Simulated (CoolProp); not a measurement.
Saturation properties of n-hexane (Tc = 234.7 °C, pc = 3044 kPa, ω = 0.300).

Model: reference Helmholtz-energy equation of state, Thol 2019, in CoolProp.

```json
[
 {"T (°C)": "48.65", "p (kPa)": "51.50", "surface tension (mN/m)": "15.4", "liquid viscosity (µPa s)": "238"},
 {"T (°C)": "62.25", "p (kPa)": "82.32", "surface tension (mN/m)": "14.1", "liquid viscosity (µPa s)": "211"},
 {"T (°C)": "75.85", "p (kPa)": "126.1", "surface tension (mN/m)": "12.7", "liquid viscosity (µPa s)": "188"},
 {"T (°C)": "89.45", "p (kPa)": "186.2", "surface tension (mN/m)": "11.4", "liquid viscosity (µPa s)": "168"},
 {"T (°C)": "103.05", "p (kPa)": "266.2", "surface tension (mN/m)": "10.1", "liquid viscosity (µPa s)": "151"},
 {"T (°C)": "116.65", "p (kPa)": "370.1", "surface tension (mN/m)": "8.81", "liquid viscosity (µPa s)": "135"},
 {"T (°C)": "130.25", "p (kPa)": "502.2", "surface tension (mN/m)": "7.57", "liquid viscosity (µPa s)": "121"},
 {"T (°C)": "143.85", "p (kPa)": "666.8", "surface tension (mN/m)": "6.36", "liquid viscosity (µPa s)": "109"},
 {"T (°C)": "157.45", "p (kPa)": "869.0", "surface tension (mN/m)": "5.19", "liquid viscosity (µPa s)": "97.1"},
 {"T (°C)": "171.05", "p (kPa)": "1114", "surface tension (mN/m)": "4.07", "liquid viscosity (µPa s)": "86.4"},
 {"T (°C)": "184.65", "p (kPa)": "1408", "surface tension (mN/m)": "3.01", "liquid viscosity (µPa s)": "76.3"},
 {"T (°C)": "198.25", "p (kPa)": "1757", "surface tension (mN/m)": "2.01", "liquid viscosity (µPa s)": "66.3"}
]
```

It boils at 68.7 °C under 1 atm.

Viscosity comes from a separate model (Michailidou 2013). Surface tension comes from a separate correlation (Mulero 2012).
